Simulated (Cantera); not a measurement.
Charge: 1 mol Si, 0.53 mol Cl2, 9 mol H2, at 1298.15 K and 75.0 Torr.

Method: chemical equilibrium by Gibbs-energy minimisation in Cantera with the NASA 1993 tables (ideal gas, pure condensed phases). Candidate condensed phases: Si; 19 gas species. The tables' values for SiCl3 are old estimates; treat these amounts as uncertain. Rates play no part.

**Question.** What is the equilibrium state?

**Answer.** 
- x(H2): 0.919
- x(HCl): 0.0615
- x(SiCl2): 0.0110
- x(SiCl4): 0.00343
- x(SiCl3): 0.00251
- x(SiHCl3): 0.00231
- x(SiH2Cl2): 0.000220
- x(SiH3Cl): 5.87e-6
- x(H): 3.26e-6
- n(Si(s)): 0.816 mol
- gas amount: 9.462 mol
